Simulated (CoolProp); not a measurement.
The numbers come from the reference Helmholtz-energy equation of state, Schroeder 2014 in CoolProp.

Q: For ethanol, give the phase and the cp (kJ/(kg K)) at 250.1 K and 0.101 MPa; 330.3 K and 0.101 MPa; 423.8 K and 0.101 MPa.

A: 
- 250.1 K and 0.101 MPa: liquid; cp 2.13
- 330.3 K and 0.101 MPa: liquid; cp 2.72
- 423.8 K and 0.101 MPa: gas; cp 1.89
